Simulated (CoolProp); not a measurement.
Properties of isobutene along the isotherm 82.05 °C.

Computed with CoolProp (reference Helmholtz-energy equation of state, Lemmon 2005). It is a short technical equation, of lower accuracy than the large ones.

```json
[
 {"p (bar)": "9.13", "phase": "gas", "speed of sound (m/s)": "207.6", "Joule-Thomson coefficient (K/MPa)": "17.63"},
 {"p (bar)": "18.3", "phase": "liquid", "speed of sound (m/s)": "570.6", "Joule-Thomson coefficient (K/MPa)": "0.1812"},
 {"p (bar)": "27.4", "phase": "liquid", "speed of sound (m/s)": "591.1", "Joule-Thomson coefficient (K/MPa)": "0.1299"},
 {"p (bar)": "36.5", "phase": "liquid", "speed of sound (m/s)": "610.2", "Joule-Thomson coefficient (K/MPa)": "0.08634"},
 {"p (bar)": "45.6", "phase": "liquid", "speed of sound (m/s)": "628.1", "Joule-Thomson coefficient (K/MPa)": "0.04883"},
 {"p (bar)": "54.8", "phase": "liquid", "speed of sound (m/s)": "645.3", "Joule-Thomson coefficient (K/MPa)": "0.01573"},
 {"p (bar)": "63.9", "phase": "liquid", "speed of sound (m/s)": "661.3", "Joule-Thomson coefficient (K/MPa)": "-0.01314"},
 {"p (bar)": "73", "phase": "liquid", "speed of sound (m/s)": "676.7", "Joule-Thomson coefficient (K/MPa)": "-0.03887"},
 {"p (bar)": "82.1", "phase": "liquid", "speed of sound (m/s)": "691.3", "Joule-Thomson coefficient (K/MPa)": "-0.06196"},
 {"p (bar)": "91.3", "phase": "liquid", "speed of sound (m/s)": "705.5", "Joule-Thomson coefficient (K/MPa)": "-0.08304"},
 {"p (bar)": "100", "phase": "liquid", "speed of sound (m/s)": "718.5", "Joule-Thomson coefficient (K/MPa)": "-0.1012"}
]
```
